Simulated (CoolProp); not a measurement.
Vapour-liquid equilibrium of acetone (1) + methanol (2) at 0.00783 MPa; x and y are mole fractions of (1).

The numbers come from the multi-fluid Helmholtz-energy mixture model, Lemmon 2006 and de Reuck 1993; pair parameters Bell 2016 in CoolProp.

**Question.** Give the bubble temperature and the first vapour's composition at x = 0.05, 0.65, 0.75. Is there an azeotrope?

**Answer.** x = 0.05: 281.4 K, y = 0.183; x = 0.65: 271.4 K, y = 0.765; x = 0.75: 270.8 K, y = 0.820. No azeotrope shows between x = 0.05 and 0.95.

The pair parameters rest on a limited set of measurements; away from them the model extrapolates.
